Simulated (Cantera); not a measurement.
An adiabatic, constant-pressure homogeneous reactor starts with 24.1 % H2, 14.9 % O2, 55.9 % N2, 5.06 % H2O, equivalence ratio 0.81, at 1175 K and 23.0 bar.

Computed with Cantera and the H2/O2 subset of GRI-Mech 3.0, which has no nitrogen chemistry. The hydrogen kinetics of GRI-Mech 3.0 are dated; newer H2 mechanisms differ, most at raised pressure. The pressure lies above the range GRI-Mech 3.0 was tuned for (to about 10 atm).

x: mole fraction; the columns are a selection and need not sum to one.

```
t (s)     T (K)     x H2    x O2   x H2O       x H      x OH    x H2O2       x O
--------  -----  -------  ------  ------  --------  --------  --------  --------
1.00e-6    1175    0.241   0.149  0.0506  8.06e-10  7.49e-11   1.02e-9  1.50e-10
2.96e-6    1175    0.241   0.149  0.0506  9.18e-10  9.07e-11   8.98e-9  1.71e-10
8.77e-6    1175    0.241   0.149  0.0506         …  1.77e-10   7.61e-8  2.50e-10
2.60e-5    1175    0.241   0.149  0.0506         …  7.89e-10   6.55e-7  6.80e-10
7.70e-5    1175    0.241   0.149  0.0507         …   1.07e-8   1.07e-5   6.35e-9
0.000228   1227    0.235   0.145  0.0575         …   2.00e-6  0.000815   8.66e-7
0.000675   2733  0.00630  0.0309   0.315   0.00107    0.0142   2.97e-6   0.00153
0.00200    2733  0.00630  0.0309   0.315   0.00107    0.0142   2.97e-6   0.00153
0.00592    2733  0.00630  0.0309   0.315   0.00107    0.0142   2.97e-6   0.00153
0.0175     2733  0.00630  0.0309   0.315   0.00107    0.0142   2.97e-6   0.00153
0.0520     2733  0.00630  0.0309   0.315   0.00107    0.0142   2.97e-6   0.00153
0.154      2733  0.00630  0.0309   0.315   0.00107    0.0142   2.97e-6   0.00153
0.456      2733  0.00630  0.0309   0.315   0.00107    0.0142   2.97e-6   0.00153
1.35       2733  0.00630  0.0309   0.315   0.00107    0.0142   2.97e-6   0.00153
4.00       2733  0.00630  0.0309   0.315   0.00107    0.0142   2.97e-6   0.00153
```

Question: Fill in the missing entries.

Answer: 
- 8.77e-6, x H: 1.35e-9
- 2.60e-5, x H: 3.66e-9
- 7.70e-5, x H: 3.42e-8
- 0.000228, x H: 4.55e-6
